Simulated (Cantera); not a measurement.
Feed: 1 mol Si3N4, 0.052 mol H2, held at 1775 °C and 13300 Pa.

These are equilibrium values from Cantera (NASA tables, ideal gas, pure condensed phases), not measurements of a reactor. Candidate condensed phases: Si, Si3N4; 18 gas species. The tables' values for SiN are old estimates; treat these amounts as uncertain. Equilibrium is a limit: real reactors are often held back by kinetics, nucleation or transport.

Base state: N2 0.974, H2 0.0248, H 0.000966, Si 0.000567, Si2N 5.97e-5, SiN 4.75e-5, SiH 1.98e-5 (mole fractions); condensed: Si(l).

Task: What changes in the equilibrium state with this change: 0.066 mol Cl2 added?

Result: 
```tsv
species	before	after
N2	0.974	0.943
SiCl2	0	0.0236
H2	0.0248	0.0174
HCl	0	0.0135
SiCl	0	0.000501
Cl	0	0.000464
SiCl3	0	0.000172
Si(l), mol	3.00	2.95
```
The tables' values for SiCl, SiCl3, SiN are old estimates; treat these amounts as uncertain. Further candidate phases: NH4Cl.
